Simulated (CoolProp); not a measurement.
Vapour-liquid equilibrium of acetone (1) + n-dodecane (2) at 422.4 K; x and y are mole fractions of (1).

The numbers come from the multi-fluid Helmholtz-energy mixture model, Lemmon 2006 and Lemmon 2004; pair parameters Bell 2016 in CoolProp.

**Question.** Give the bubble pressure and the first vapour's composition at x = 0.05, 0.45, 0.95. Is there an azeotrope?

**Answer.** x = 0.05: 68.86 kPa, y = 0.787; x = 0.45: 611.8 kPa, y = 0.979; x = 0.95: 1058 kPa, y = 0.997. No azeotrope shows between x = 0.05 and 0.95.

The pair parameters rest on a limited set of measurements; away from them the model extrapolates. The gap from Raoult's law changes sign with composition, which may be real or a fault of the pair parameters; it wasn't checked against measurements.
